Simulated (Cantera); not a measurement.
Feed: 1 mol Fe2O3, 0.23 mol SO3, 0.69 mol H2O, at 8.25 Torr.

Method: chemical equilibrium by Gibbs-energy minimisation in Cantera with the NASA 1993 tables (ideal gas, pure condensed phases). Candidate condensed phases: Fe, FeO, Fe(OH)2, Fe(OH)3, FeS, FeSO4, FeS2, Fe2O3, Fe2(SO4)3, Fe3O4, H2O, H2SO4, S; 22 gas species. The numbers say what is thermodynamically allowed, not how fast it happens.

Problem. At 1148 K, list the 4 most abundant gas species with their mole fractions, and the condensed phases.

Solution. H2O 0.668, SO2 0.220, O2 0.110, SO3 0.00305. Condensed: Fe2O3(s).
